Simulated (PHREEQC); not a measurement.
0.2 mol of Malachite (Cu2(OH)2CO3) is brought to equilibrium with 1 kg of water, with rising amounts of CdBr2, at 25 °C. Oxygen alone is held at its pressure in air (log pO2 = -0.68). The system is closed to CO2. The run lets Malachite, Cu(OH)2, Cd(OH)2, Otavite precipitate or redissolve, and no other solid.

Computed with PHREEQC (ion-association model, wateq4f.dat).

```csv
CdBr2 added (mol),pH,dissolved Cu (mol/kgw),dissolved C (mol/kgw),Otavite (mol),Cu(OH)2 (mol),Cu+2 (mol/kgw),HCO3- (mol/kgw),CdBr+ (mol/kgw)
0,7.04,1.35e-5,9.84e-6,0,6.15e-6,3.77e-6,8.08e-6,0
0.00833,6.50,8.55e-5,4.61e-6,7.25e-5,6.87e-5,7.19e-5,2.62e-6,0.00417
0.0167,6.43,0.000122,4.38e-6,0.000108,0.000103,0.000106,2.34e-6,0.00994
0.025,6.41,0.000147,4.30e-6,0.000132,0.000127,0.000130,2.24e-6,0.0159
0.0333,6.39,0.000166,4.25e-6,0.000152,0.000145,0.000149,2.18e-6,0.0218
0.0417,6.38,0.000183,4.22e-6,0.000168,0.000161,0.000165,2.14e-6,0.0278
0.05,6.37,0.000197,4.21e-6,0.000181,0.000174,0.000178,2.11e-6,0.0336
0.0583,6.36,0.000209,4.19e-6,0.000193,0.000186,0.000190,2.10e-6,0.0393
0.0667,6.35,0.000220,4.18e-6,0.000204,0.000197,0.000201,2.08e-6,0.0451
0.075,6.35,0.000230,4.18e-6,0.000214,0.000206,0.000210,2.07e-6,0.0506
0.0833,6.35,0.000239,4.17e-6,0.000223,0.000215,0.000219,2.06e-6,0.0560
0.0917,6.34,0.000248,4.17e-6,0.000231,0.000223,0.000227,2.06e-6,0.0615
0.1,6.34,0.000256,4.16e-6,0.000239,0.000231,0.000234,2.05e-6,0.0668
```

Cu(OH)2 from the start (pH 7.04); Otavite from CdBr2 added = 0.00833 mol (pH 6.50).

Complexes and solids missing from the database can't appear. The database's constant for dissolved Cu(OH)2 is higher than later reviews accept.
